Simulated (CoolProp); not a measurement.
Vapour-liquid equilibrium of R143a (1) + propane (2) at 82 kPa; x and y are mole fractions of (1).

Model: multi-fluid Helmholtz-energy mixture model, Lemmon and Jacobsen 2000 and Lemmon 2009; pair parameters Bell 2016, in CoolProp.

```csv
x,bubble temperature (K),y at the bubble point,dew temperature at overall composition x (K),liquid density (mol/L)
0.05,221.8,0.223,225.4,___
0.15,217.7,0.408,223.4,13.46
0.25,216.2,___,221.3,13.49
0.35,215.7,0.511,___,13.52
0.45,215.5,0.532,216.8,13.57
0.55,215.4,0.551,215.4,13.63
0.65,215.5,0.577,216.2,13.71
0.75,___,0.621,217.7,13.81
0.85,216.9,0.700,219.2,13.92
0.95,219.4,0.860,220.8,14.00
```

**Question.** What belongs in the gaps?

**Answer.** 
- 0.05, liquid density (mol/L): 13.39
- 0.25, y at the bubble point: 0.478
- 0.35, dew temperature at overall composition x (K): 219.0
- 0.75, bubble temperature (K): 215.9

y crosses x between x = 0.55 and 0.65: the model has an azeotrope there.

Pair parameters are fitted to limited data, so mixtures are less certain than the pure fluids.
